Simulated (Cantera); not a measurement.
A Cantera script and what it prints.

```python
import numpy as np
import cantera as ct

gas_names = """
    N NO NO2 NO3 N2 N2O O O2 O3 Pb PbO Pb2
""".split()
cond_names = """
    Pb(cr) Pb(L) PbO(rd) PbO(yw) PbO(L) PbO2(s) Pb3O4(s)
""".split()


# ... load() reads the species with a 1 bar reference pressure and builds the phases ...
atoms = {
    'Pb': {'Pb': 1},
    'O2': {'O': 2},
    'N2': {'N': 2},
}
top_T = {'Pb3O4(s)': 820}  # K; cautious upper limits of use, not melting points


# ... equilibrate(T, P, feed) seeds the gas with the atoms and calls Mixture.equilibrate('TP', solver="vcs", rtol=1e-11, max_steps=5000) ...
results = []
feed = {'Pb': 1, 'O2': 0.34, 'N2': 17}  # mol
for P in [10, 42, 180, 750, 3200, 13000, 56000, 240000, 1000000]:
    for T in [998, 1023, 1048, 1073, 1098, 1123, 1148, 1173, 1198, 1223]:
        mix = equilibrate(T, P, feed)
        results.append((T, P, feed, dict(zip(mix.species_names, mix.species_moles))))

for T, P, feed, n in results:
    print(f"{T:7g} {P:10.4g}  " + (" + ".join(c for c in cond_names if n.get(c, 0) > 1e-12) or "gas only"))
```

Result:

```
    998         10  PbO(yw)
   1023         10  PbO(yw)
   1048         10  PbO(yw)
   1073         10  PbO(yw)
   1098         10  gas only
   1123         10  gas only
   1148         10  gas only
   1173         10  gas only
   1198         10  gas only
   1223         10  gas only
    998         42  PbO(yw)
   1023         42  PbO(yw)
   1048         42  PbO(yw)
   1073         42  PbO(yw)
   1098         42  PbO(yw)
   1123         42  PbO(yw)
   1148         42  gas only
   1173         42  gas only
   1198         42  gas only
   1223         42  gas only
    998        180  Pb(L) + PbO(yw)
   1023        180  Pb(L) + PbO(yw)
   1048        180  PbO(yw)
   1073        180  PbO(yw)
   1098        180  PbO(yw)
   1123        180  PbO(yw)
   1148        180  PbO(yw)
   1173        180  PbO(L)
   1198        180  PbO(L)
   1223        180  gas only
    998        750  Pb(L) + PbO(yw)
   1023        750  Pb(L) + PbO(yw)
   1048        750  Pb(L) + PbO(yw)
   1073        750  Pb(L) + PbO(yw)
   1098        750  Pb(L) + PbO(yw)
   1123        750  PbO(yw)
   1148        750  PbO(yw)
   1173        750  PbO(L)
   1198        750  PbO(L)
   1223        750  PbO(L)
    998       3200  Pb(L) + PbO(yw)
   1023       3200  Pb(L) + PbO(yw)
   1048       3200  Pb(L) + PbO(yw)
   1073       3200  Pb(L) + PbO(yw)
   1098       3200  Pb(L) + PbO(yw)
   1123       3200  Pb(L) + PbO(yw)
   1148       3200  Pb(L) + PbO(yw)
   1173       3200  Pb(L) + PbO(L)
   1198       3200  PbO(L)
   1223       3200  PbO(L)
    998    1.3e+04  Pb(L) + PbO(yw)
   1023    1.3e+04  Pb(L) + PbO(yw)
   1048    1.3e+04  Pb(L) + PbO(yw)
   1073    1.3e+04  Pb(L) + PbO(yw)
   1098    1.3e+04  Pb(L) + PbO(yw)
   1123    1.3e+04  Pb(L) + PbO(yw)
   1148    1.3e+04  Pb(L) + PbO(yw)
   1173    1.3e+04  Pb(L) + PbO(L)
   1198    1.3e+04  Pb(L) + PbO(L)
   1223    1.3e+04  Pb(L) + PbO(L)
    998    5.6e+04  Pb(L) + PbO(yw)
   1023    5.6e+04  Pb(L) + PbO(yw)
   1048    5.6e+04  Pb(L) + PbO(yw)
   1073    5.6e+04  Pb(L) + PbO(yw)
   1098    5.6e+04  Pb(L) + PbO(yw)
   1123    5.6e+04  Pb(L) + PbO(yw)
   1148    5.6e+04  Pb(L) + PbO(yw)
   1173    5.6e+04  Pb(L) + PbO(L)
   1198    5.6e+04  Pb(L) + PbO(L)
   1223    5.6e+04  Pb(L) + PbO(L)
    998    2.4e+05  Pb(L) + PbO(yw)
   1023    2.4e+05  Pb(L) + PbO(yw)
   1048    2.4e+05  Pb(L) + PbO(yw)
   1073    2.4e+05  Pb(L) + PbO(yw)
   1098    2.4e+05  Pb(L) + PbO(yw)
   1123    2.4e+05  Pb(L) + PbO(yw)
   1148    2.4e+05  Pb(L) + PbO(yw)
   1173    2.4e+05  Pb(L) + PbO(L)
   1198    2.4e+05  Pb(L) + PbO(L)
   1223    2.4e+05  Pb(L) + PbO(L)
    998      1e+06  Pb(L) + PbO(yw)
   1023      1e+06  Pb(L) + PbO(yw)
   1048      1e+06  Pb(L) + PbO(yw)
   1073      1e+06  Pb(L) + PbO(yw)
   1098      1e+06  Pb(L) + PbO(yw)
   1123      1e+06  Pb(L) + PbO(yw)
   1148      1e+06  Pb(L) + PbO(yw)
   1173      1e+06  Pb(L) + PbO(L)
   1198      1e+06  Pb(L) + PbO(L)
   1223      1e+06  Pb(L) + PbO(L)
```

Cantera equilibrium calculation (NASA polynomials, part measured and part estimated; ideal gas, pure solids and liquids). Each liquid is taken as pure. Mutual solubility and eutectic melting of coexisting phases are not modelled.
